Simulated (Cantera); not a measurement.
**Thermodynamics of abatement and gas-phase synthesis, feed N2O + O2**

Charge: 1 mol N2O, 0.024 mol O2, held at 15.0 Torr.

Equilibrium computed with Cantera from the NASA thermochemical tables; the gas is ideal and each condensed phase is pure. Ions and electrons are included (thermal ionisation). Rates play no part.

```
T (K)   x N2     x O      x O2      x N     x NO      x e-     x NO+
-----  -----  ------  --------  -------  -------  --------  --------
2500   0.626  0.0556     0.294  1.63e-6   0.0243   3.22e-9   3.23e-9
3000   0.545   0.291     0.132  7.27e-5   0.0315   1.64e-7   1.65e-7
3500   0.492   0.470    0.0182  0.00110   0.0187   1.96e-6   1.97e-6
4000   0.480   0.499   0.00225  0.00870  0.00954   1.13e-5   1.12e-5
4500   0.455   0.496  0.000398   0.0429  0.00526   4.29e-5   4.28e-5
5000   0.380   0.472   9.10e-5    0.145  0.00291  0.000121  0.000118
```
x: gas mole fraction; nothing condenses.

From 2500 K to 5000 K nothing is condensed.
